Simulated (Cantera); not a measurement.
An adiabatic, constant-volume homogeneous reactor starts with CH4 : C2H6 : C3H8 : O2 : N2 = 1 : 0.039 : 0.26 : 1.91 : 7.18 (molar parts), at 1098 K and 1.00 atm. Integrator tolerance rtol = 1e-08.

Computed with Cantera and GRI-Mech 3.0 (53 species, 325 reactions). GRI-Mech 3.0 was tuned for natural gas; its chemistry of propane as a main component is partial and can be far from experiment.

Q: What does this change do: O2 1.91 to 1.3 parts?

A: 
```tsv
quantity	before	after
time of steepest temperature rise	58.6 ms	78.6 ms
temperature at 0.400 s	2645 K	1981 K
equilibrium temperature	2645 K	1981 K
x(CH4) at 0.400 s	2.34e-11 (gas-phase equilibrium 2.64e-11)	1.71e-7 (gas-phase equilibrium 6.91e-9)
x(C2H6) at 0.400 s	<1e-12 (gas-phase equilibrium <1e-12)	<1e-12 (gas-phase equilibrium <1e-12)
x(C3H8) at 0.400 s	<1e-12 (gas-phase equilibrium <1e-12)	<1e-12 (gas-phase equilibrium <1e-12)
x(C2H4) at 0.400 s	<1e-12 (gas-phase equilibrium <1e-12)	2.00e-11 (gas-phase equilibrium <1e-12)
x(CH2O) at 0.400 s	1.75e-8 (gas-phase equilibrium 1.75e-8)	2.76e-8 (gas-phase equilibrium 2.76e-8)
x(CH2) at 0.400 s	4.51e-12 (gas-phase equilibrium 4.89e-12)	1.87e-11 (gas-phase equilibrium <1e-12)
x(H) at 0.400 s	0.00933 (gas-phase equilibrium 0.00933)	0.000432 (gas-phase equilibrium 0.000432)
```

Q: What does this change do: pressure from 1.00 atm to 0.385 atm?

A: 
| quantity | before | after |
|---|---|---|
| time of steepest temperature rise | 58.6 ms | 0.101 s |
| temperature at 0.400 s | 2645 K | 2608 K |
| equilibrium temperature | 2645 K | 2608 K |
| x(CH4) at 0.400 s | 2.34e-11 (gas-phase equilibrium 2.64e-11) | 3.80e-12 (gas-phase equilibrium 4.30e-12) |
| x(C2H6) at 0.400 s | <1e-12 (gas-phase equilibrium <1e-12) | <1e-12 (gas-phase equilibrium <1e-12) |
| x(C3H8) at 0.400 s | <1e-12 (gas-phase equilibrium <1e-12) | <1e-12 (gas-phase equilibrium <1e-12) |
| x(C2H4) at 0.400 s | <1e-12 (gas-phase equilibrium <1e-12) | <1e-12 (gas-phase equilibrium <1e-12) |
| x(CH2O) at 0.400 s | 1.75e-8 (gas-phase equilibrium 1.75e-8) | 6.55e-9 (gas-phase equilibrium 6.55e-9) |
| x(CH2) at 0.400 s | 4.51e-12 (gas-phase equilibrium 4.89e-12) | 1.46e-12 (gas-phase equilibrium 1.57e-12) |
| x(H) at 0.400 s | 0.00933 (gas-phase equilibrium 0.00933) | 0.0130 (gas-phase equilibrium 0.0130) |

Q: What does this change do: constant pressure in place of constant volume?

A: 
```json
[
 {"quantity": "time of steepest temperature rise", "before": "58.6 ms", "after": "62.4 ms"},
 {"quantity": "temperature at 0.400 s", "before": "2645 K", "after": "2334 K"},
 {"quantity": "equilibrium temperature", "before": "2645 K", "after": "2334 K"},
 {"quantity": "x(CH4) at 0.400 s", "before": "2.34e-11 (gas-phase equilibrium 2.64e-11)", "after": "1.14e-11 (gas-phase equilibrium 1.29e-11)"},
 {"quantity": "x(C2H6) at 0.400 s", "before": "<1e-12 (gas-phase equilibrium <1e-12)", "after": "<1e-12 (gas-phase equilibrium <1e-12)"},
 {"quantity": "x(C3H8) at 0.400 s", "before": "<1e-12 (gas-phase equilibrium <1e-12)", "after": "<1e-12 (gas-phase equilibrium <1e-12)"},
 {"quantity": "x(C2H4) at 0.400 s", "before": "<1e-12 (gas-phase equilibrium <1e-12)", "after": "<1e-12 (gas-phase equilibrium <1e-12)"},
 {"quantity": "x(CH2O) at 0.400 s", "before": "1.75e-8 (gas-phase equilibrium 1.75e-8)", "after": "6.25e-9 (gas-phase equilibrium 6.25e-9)"},
 {"quantity": "x(CH2) at 0.400 s", "before": "4.51e-12 (gas-phase equilibrium 4.89e-12)", "after": "<1e-12 (gas-phase equilibrium <1e-12)"},
 {"quantity": "x(H) at 0.400 s", "before": "0.00933 (gas-phase equilibrium 0.00933)", "after": "0.00400 (gas-phase equilibrium 0.00400)"}
]
```
